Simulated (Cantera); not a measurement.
**Adiabatic ignition**

An adiabatic, constant-pressure homogeneous reactor starts with 33.5 % H2, 14.0 % O2, 52.6 % N2, equivalence ratio 1.2, at 1325 K and 0.560 bar.

Detailed kinetics in Cantera: the H2/O2 subset of GRI-Mech 3.0, which has no nitrogen chemistry.

| t (s) | T (K) | x H2 | x O2 | x H | x HO2 | x H2O2 | x O |
|---|---|---|---|---|---|---|---|
| 7.00e-6 | 1325 | 0.335 | 0.140 | 3.63e-7 | 1.18e-7 | 1.17e-9 | 4.19e-8 |
| 1.93e-5 | 1325 | 0.335 | 0.140 | 2.82e-5 | 1.46e-6 | 1.75e-8 | 3.32e-6 |
| 5.34e-5 | 1709 | 0.0766 | 0.0260 | 0.127 | 9.47e-6 | 1.05e-6 | 0.0227 |
| 0.000148 | 2313 | 0.0867 | 0.0157 | 0.0654 | 3.44e-6 | 1.66e-7 | 0.0144 |
| 0.000408 | 2675 | 0.0835 | 0.00939 | 0.0360 | 3.00e-6 | 1.63e-7 | 0.00756 |
| 0.00113 | 2775 | 0.0813 | 0.00756 | 0.0289 | 3.17e-6 | 2.06e-7 | 0.00578 |
| 0.00311 | 2776 | 0.0813 | 0.00754 | 0.0288 | 3.17e-6 | 2.07e-7 | 0.00576 |
| 0.00859 | 2776 | 0.0813 | 0.00754 | 0.0288 | 3.17e-6 | 2.07e-7 | 0.00576 |
| 0.0237 | 2776 | 0.0813 | 0.00754 | 0.0288 | 3.17e-6 | 2.07e-7 | 0.00576 |
| 0.0655 | 2776 | 0.0813 | 0.00754 | 0.0288 | 3.17e-6 | 2.07e-7 | 0.00576 |
| 0.181 | 2776 | 0.0813 | 0.00754 | 0.0288 | 3.17e-6 | 2.07e-7 | 0.00576 |
| 0.500 | 2776 | 0.0813 | 0.00754 | 0.0288 | 3.17e-6 | 2.07e-7 | 0.00576 |
x: mole fraction; the columns are a selection and need not sum to one.

```yaml
time_of_steepest_temperature_rise: 44.7 µs
temperature at 0.500 s: 2776 K
equilibrium_temperature: 2776 K
x(H2) at 0.500 s: 0.0813 (gas-phase equilibrium 0.0813)
x(O2) at 0.500 s: 0.00754 (gas-phase equilibrium 0.00754)
x(H) at 0.500 s: 0.0288 (gas-phase equilibrium 0.0288)
```
